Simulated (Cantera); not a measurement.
**Thermodynamics of hydrogen reduction and annealing atmospheres, feed Nb₂O₅ + H₂**

Feed: 1 mol Nb₂O₅, a varied amount of H₂, held at 1723 K and 10.0 mbar.

Method: chemical equilibrium by Gibbs-energy minimisation in Cantera with the NASA 1993 tables (ideal gas, pure condensed phases). Candidate condensed phases: H₂O, Nb, NbO, NbO₂, Nb₂O₅; 12 gas species. Mutual solubility and eutectic melting of coexisting phases are not modelled. NbO: taken at fixed stoichiometry. Condensed phases not in the tables: the oxides between NbO₂ and Nb₂O₅. Rates play no part.

```csv
n(H₂) (mol),x H₂,x H₂O,x H,x NbO₂,x OH,x NbO,x O,n NbO₂(s),n NbO(s)
100,0.988,0.00999,0.00181,2.03e-6,1.00e-6,2.23e-8,1.46e-9,2.00,0
170,0.992,0.00588,0.00182,2.03e-6,5.90e-7,3.80e-8,8.57e-10,2.00,0
240,0.994,0.00442,0.00182,2.03e-6,4.43e-7,5.06e-8,6.44e-10,1.94,0.0621
310,0.994,0.00442,0.00182,2.03e-6,4.43e-7,5.06e-8,6.44e-10,1.63,0.372
380,0.994,0.00442,0.00182,2.03e-6,4.43e-7,5.06e-8,6.44e-10,1.32,0.682
450,0.994,0.00442,0.00182,2.03e-6,4.43e-7,5.06e-8,6.44e-10,1.01,0.991
520,0.994,0.00442,0.00182,2.03e-6,4.43e-7,5.06e-8,6.44e-10,0.698,1.30
590,0.994,0.00442,0.00182,2.03e-6,4.43e-7,5.06e-8,6.44e-10,0.388,1.61
660,0.994,0.00442,0.00182,2.03e-6,4.43e-7,5.06e-8,6.44e-10,0.0779,1.92
730,0.994,0.00410,0.00182,1.88e-6,4.11e-7,5.06e-8,5.98e-10,0,2.00
800,0.994,0.00374,0.00182,1.71e-6,3.75e-7,5.06e-8,5.45e-10,0,2.00
```
x: gas mole fraction; n: condensed amount in mol.

From 100 mol H₂ to 170 mol H₂ the condensed part is NbO₂(s). From 240 mol H₂ to 660 mol H₂ the condensed part is NbO(s) + NbO₂(s). From 730 mol H₂ to 800 mol H₂ the condensed part is NbO(s). The main Nb-bearing gas is NbO₂ throughout.
